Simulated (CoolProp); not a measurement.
Hexamethyldisiloxane (MM) at 265.49 K and 3.8 MPa is throttled through a valve to 0.542 MPa with no heat exchange. Each further row changes one setting.

Values from CoolProp's reference Helmholtz-energy equation of state, Thol 2016.

| case | temperature change (K) | final density (kg/m³) |
|---|---|---|
| as stated | +1.5 | 793 |
| outlet pressure 0.163 MPa | ___ | ___ |
| outlet pressure 0.705 MPa | ___ | 793 |

### Question
Fill in the missing entries.

### Answer

- outlet pressure 0.163 MPa, temperature change (K): +1.7
- outlet pressure 0.163 MPa, final density (kg/m³): 792
- outlet pressure 0.705 MPa, temperature change (K): +1.4
